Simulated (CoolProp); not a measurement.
Model: reference Helmholtz-energy equation of state, Lemmon 2006, in CoolProp. It is a short technical equation, of lower accuracy than the large ones.

**Question.** For C3F8 (R218), give the phase and the density (kg/m³), cp (kJ/(kg K)), speed of sound (m/s), Prandtl number at 83.55 °C and 1.44 MPa.

**Answer.** 
- 83.55 °C and 1.44 MPa: gas; density 112, cp 0.977, speed of sound 107, Prandtl number 0.825

Viscosity comes from a separate model (Huber 2003), an estimate that may be off by 10 % or more. Thermal conductivity comes from a separate model (Huber 2003), an estimate that may be off by 10 % or more.
